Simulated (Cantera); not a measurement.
An isothermal, constant-pressure homogeneous reactor starts with 2.71 % CH3OH, 0.503 % O2, 96.8 % N2, equivalence ratio 8.1, at 1073 K and 17.0 bar.

Cantera simulation using GRI-Mech 3.0 (53 species, 325 reactions); the numbers are that mechanism's predictions, not measurements. GRI-Mech 3.0 was tuned for natural gas; its chemistry of methanol as a main component is partial and can be far from experiment. The pressure lies above the range GRI-Mech 3.0 was tuned for (to about 10 atm).

**Question.** Predict: x(C2H6) at 4.00 s; x(N2O) at 4.00 s; x(H2O) at 4.00 s; x(CO) at 4.00 s.

**Answer.** 
```json
{
  "x(C2H6) at 4.00 s": "4.02e-6 (gas-phase equilibrium 1.68e-9)",
  "x(N2O) at 4.00 s": "1.30e-9 (gas-phase equilibrium <1e-12)",
  "x(H2O) at 4.00 s": "0.00989 (gas-phase equilibrium 0.00656)",
  "x(CO) at 4.00 s": "0.0252 (gas-phase equilibrium 0.0219)"
}
```
